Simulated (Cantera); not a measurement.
What does this Cantera script print?

```python
import numpy as np
import cantera as ct

gas_names = """
    CL CL2 H HCL H2 N NH NH2 NH3 N2 N2H2 N2H4 Si SiCL SiCL2 SiCL3 SiCL4 SiH SiHCL3 SiH2 SiH2CL2 SiH3
    SiH3CL SiH4 SiN Si2 Si2N Si3
""".split()
cond_names = """
    NH4CL(a) NH4CL(b) Si(cr) Si(L) Si3N4(a)
""".split()


def load(file, names, dense=False):
    # The tables refer to 1 bar. Condensed volumes are neglected.
    table = {s.name: s for s in ct.Species.list_from_file(file)}
    out = []
    for n in names:
        d = dict(table[n].input_data)
        d["thermo"] = dict(d["thermo"], **{"reference-pressure": 1e5})
        if dense:
            d["equation-of-state"] = {"model": "constant-volume", "density": "1e6 g/cm^3"}
        out.append(ct.Species.from_dict(d))
    return out


gas = ct.Solution(thermo="ideal-gas", species=load("nasa_gas.yaml", gas_names))
cond = {s.name: ct.Solution(thermo="fixed-stoichiometry", species=[s], name=s.name)
        for s in load("nasa_condensed.yaml", cond_names, dense=True)}
atoms = {
    'SiH2Cl2': {'Si': 1, 'H': 2, 'CL': 2},
    'N2': {'N': 2},
    'H2': {'H': 2},
}
top_T = {'Si3N4(a)': 2400}  # K; cautious upper limits of use, not melting points


def equilibrate(T, P, feed):
    n = {}
    for name, mol in feed.items():
        for a, k in atoms[name].items():
            n[a] = n.get(a, 0.0) + k * mol
    gas.TPX = T, P, n
    mass = sum(n.values()) * gas.mean_molecular_weight
    gas.equilibrate("TP")
    valid = [c for c in cond.values() if c.min_temp <= T <= top_T.get(c.name, c.max_temp)]
    mix = ct.Mixture([(gas, mass / gas.mean_molecular_weight)] + [(c, 0.0) for c in valid])
    mix.T, mix.P = T, P
    mix.equilibrate("TP", solver="vcs", rtol=1e-11, max_steps=5000)
    return mix


results = []
feed = {'SiH2Cl2': 1, 'N2': 0.29, 'H2': 52}  # mol
T = 1373  # K
for P in [5, 15, 45, 140, 410, 1200, 3700, 11000, 33000, 100000]:
    mix = equilibrate(T, P, feed)
    results.append((T, P, feed, dict(zip(mix.species_names, mix.species_moles))))

top = {s: max(r[3][s] / sum(r[3][g] for g in gas_names) for r in results) for s in gas_names}
cols = sorted((s for s in top if top[s] > 1e-05), key=lambda s: -top[s])[:7]
seen = [c for c in cond_names if any(r[3].get(c, 0) > 1e-12 for r in results)]
print("log10 of partial pressures in bar; condensed amounts in mol")
print(f"{'P/Pa':>10s}" + "".join(f"{s[:9]:>10s}" for s in cols + seen))
for T, P, feed, n in results:
    ng = sum(n[g] for g in gas_names)
    print(f"{P:10.4g}" + "".join(f"{np.log10(max(n[s] / ng * P / 1e5, 1e-99)):10.3f}" for s in cols)
          + "".join(f"{n.get(c, 0):10.4g}" for c in seen))
```

Result:

```
log10 of partial pressures in bar; condensed amounts in mol
      P/Pa        H2       HCL        N2     SiCL2    SiHCL3         H     SiCL3    Si(cr)  Si3N4(a)
         5    -4.319    -5.809    -6.573    -6.841   -11.613    -7.637    -9.705    0.8425         0
        15    -3.841    -5.332    -6.096    -6.364   -10.659    -7.398    -8.990    0.8427         0
        45    -3.364    -4.855    -5.619    -5.887    -9.705    -7.160    -8.274    0.8427         0
       140    -2.870    -4.361    -5.513    -5.393    -8.717    -6.913    -7.534    0.5855   0.08562
       410    -2.403    -3.894    -5.513    -4.927    -7.784    -6.679    -6.835    0.4675    0.1248
      1200    -1.936    -3.429    -5.513    -4.463    -6.855    -6.446    -6.138    0.4263    0.1381
      3700    -1.447    -2.942    -5.513    -3.979    -5.884    -6.201    -5.413    0.4095    0.1428
   1.1e+04    -0.973    -2.475    -5.513    -3.518    -4.956    -5.964    -4.721    0.3991    0.1442
   3.3e+04    -0.496    -2.011    -5.513    -3.068    -4.042    -5.726    -4.046    0.3841    0.1447
     1e+05    -0.014    -1.559    -5.513    -2.644    -3.166    -5.485    -3.410    0.3552    0.1449
```

Method: chemical equilibrium by Gibbs-energy minimisation in Cantera with the NASA 1993 tables (ideal gas, pure condensed phases). N2 is the only nitrogen source here; it is nearly inert below about 1500 K, so the nitride shown seldom forms there in practice. Mutual solubility and eutectic melting of coexisting phases are not modelled. The tables' values for SiCl3 are old estimates; treat these amounts as uncertain.
